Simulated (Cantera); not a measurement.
Charge: 1 mol Si(CH3)4, 0.035 mol HCl, 52 mol H2, at 0.0140 bar.

Equilibrium computed with Cantera from the NASA thermochemical tables; the gas is ideal and each condensed phase is pure. Candidate condensed phases: C, C6H6, C7H8, C8H18, Si, SiC; 109 gas species. Gases not in the tables: Si2H6 and higher silanes. The numbers say what is thermodynamically allowed, not how fast it happens.

x: gas mole fraction; n: condensed amount in mol.

```csv
T (K),x H2,x H,x Si,x C2H2 (acetylene),x SiC2,x Si2C,x HCl,n C(graphite),n SiC(s)
2075,0.975,0.0222,0.000521,?,3.02e-5,1.94e-5,0.000585,2.89,0.963
2100,0.971,0.0260,0.000743,?,4.79e-5,3.04e-5,0.000582,2.88,0.946
2125,0.966,0.0302,0.00105,?,7.51e-5,4.72e-5,0.000579,2.87,0.923
2150,0.961,0.0349,0.00147,?,0.000116,7.25e-5,0.000575,2.87,0.891
2175,0.954,0.0403,0.00205,?,0.000179,0.000110,0.000570,2.87,0.846
2200,0.947,0.0463,0.00283,?,0.000272,0.000166,0.000564,2.88,0.784
2225,0.939,0.0530,0.00387,?,0.000409,0.000247,0.000558,2.90,0.699
2250,0.929,0.0605,0.00527,?,0.000610,0.000365,0.000551,2.94,0.583
2275,0.918,0.0688,0.00712,?,0.000901,0.000535,0.000543,3.01,0.424
2300,0.906,0.0778,0.00956,?,0.00132,0.000777,0.000534,3.10,0.208
```

Question: Fill in the missing entries.

Answer: 
- 2075, x C2H2 (acetylene): 0.00121
- 2100, x C2H2 (acetylene): 0.00140
- 2125, x C2H2 (acetylene): 0.00162
- 2150, x C2H2 (acetylene): 0.00186
- 2175, x C2H2 (acetylene): 0.00213
- 2200, x C2H2 (acetylene): 0.00243
- 2225, x C2H2 (acetylene): 0.00275
- 2250, x C2H2 (acetylene): 0.00311
- 2275, x C2H2 (acetylene): 0.00350
- 2300, x C2H2 (acetylene): 0.00391
